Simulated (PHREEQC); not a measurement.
A solution holds 0.044 mol NH4BF4 per kg of water, at 25 °C. Closed to the air; pH follows from the charge balance.

Computed with PHREEQC (ion-association model, wateq4f.dat).

Each row changes one thing in this solution. This is a speciation only: nothing precipitates in the calculation.

```tsv
case	pH	ionic strength (mol/kgw)	BF4- (mol/kgw)	HF (mol/kgw)	F- (mol/kgw)	BF3OH- (mol/kgw)
as made	2.81	0.0458	0.0395	0.00559	0.00299	0.00257
NH4BF4 from 0.044 to 0.0088 mol/kgw	2.96	0.0100	0.00665	0.00348	0.00235	0.000702
temperature from 25 to 65 °C	2.92	0.0454	0.0374	0.0107	0.00343	0.00288
NH4BF4 from 0.044 to 0.0484 mol/kgw	2.80	0.0503	0.0437	0.00575	0.00303	0.00276
NH4BF4 from 0.044 to 0.066 mol/kgw	2.77	0.0680	0.0606	0.00632	0.00318	0.00347
NH4BF4 from 0.044 to 0.088 mol/kgw	2.73	0.0902	0.0817	0.00690	0.00332	0.00426
temperature from 25 to 80 °C	2.98	0.0452	0.0362	0.0137	0.00371	0.00303
```

Away from 25 °C the constants follow the database's enthalpies or fits; those with neither stay at their 25 °C values. Real BF4- forms and hydrolyses slowly; the run takes it at equilibrium.
